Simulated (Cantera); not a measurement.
A closed system holds: 1 mol Cu, 7.1 mol F2, 1.7 mol N2, held at 1473 K and 29.0 mbar.

Equilibrium computed with Cantera from the NASA thermochemical tables; the gas is ideal and each condensed phase is pure. Candidate condensed phases: Cu, CuF2; 11 gas species. The numbers say what is thermodynamically allowed, not how fast it happens.

**Question.** What is the equilibrium state?

**Answer.** 
```json
{
  "x(F)": "0.815",
  "x(N2)": "0.114",
  "x(CuF2)": "0.0673",
  "x(F2)": "0.00331",
  "x(CuF)": "9.55e-6",
  "gas_amount": "14.85 mol",
  "log10 activity of CuF2(l) (absent)": "-1.25",
  "log10 activity of Cu(l) (absent)": "-9.43"
}
```
